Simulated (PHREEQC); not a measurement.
## Buffer (model solution)

Consider water at 25 °C with 0.16 mol NaHSO4, 0.00037 mol Na2SO4 and 0.042 mol NaCl per kg of water. Closed to the air; pH follows from the charge balance.

Equilibrium calculation in PHREEQC: Pitzer model, pitzer.dat.

- pH: 1.29
- ionic strength: 0.353 mol/kgw
- activity of water: 0.993
- specific conductance: 39300 µS/cm
- density: 1.013 g/cm³
- osmotic coefficient: 0.850
- total alkalinity: -160 meq/kg

```tsv
species	molality	activity	log γ
Na+	0.203	0.140	-0.160
HSO4-	0.0849	0.0590	-0.158
SO4-2	0.0755	0.0120	-0.799
H+	0.0751	0.0516	-0.163
Cl-	0.0420	0.0283	-0.171
```

Precipitation was switched off in this run. Species that the database lacks are ignored.
